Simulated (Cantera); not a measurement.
Feed: 1 mol N2O, 0.4 mol H2O, 0.25 mol H2, held at 101000 Pa.

These are equilibrium values from Cantera (NASA tables, ideal gas, pure condensed phases), not measurements of a reactor. Candidate condensed phases: H2O; 47 gas species. Ions and electrons are included (thermal ionisation). Rates play no part. All values below are at 4000 K.

Base state: N2 0.296, O 0.274, H 0.272, OH 0.0531, O2 0.0344, H2 0.0296, NO 0.0293, H2O 0.00986 (mole fractions); condensed: gas only.

Q: What changes in the equilibrium state with this change: N2O replaced by SO2?

A: 
| species | before | after |
|---|---|---|
| O | 0.274 | 0.336 |
| H | 0.272 | 0.241 |
| SO | 0 | 0.129 |
| N2 | 0.296 | 0 |
| S | 0 | 0.121 |
| NO | 0.0293 | 0 |
| SO2 | 0 | 0.0228 |
| O2 | 0.0344 | 0.0517 |
| H2 | 0.0296 | 0.0232 |
| OH | 0.0531 | 0.0575 |
| SH | 0 | 0.00518 |
| S2 | 0 | 0.00284 |
| N | 0.000959 | 0 |
Further candidate phases: H2SO4, S.
